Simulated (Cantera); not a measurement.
# Al + H₂O + O₂ (chemical vapour transport)

Input: 1 mol Al, 0.086 mol H₂O, 0.023 mol O₂, equilibrated at 1323 K and 340000 Pa.

Equilibrium computed with Cantera from the NASA thermochemical tables; the gas is ideal and each condensed phase is pure. Candidate condensed phases: Al, Al₂O₃, H₂O; 19 gas species. Mutual solubility and eutectic melting of coexisting phases are not modelled. The numbers say what is thermodynamically allowed, not how fast it happens.

x(H₂): 1.000
n(Al(l)): 0.912 mol
n(Al₂O₃(s)): 0.0440 mol
gas amount: 0.08600 mol
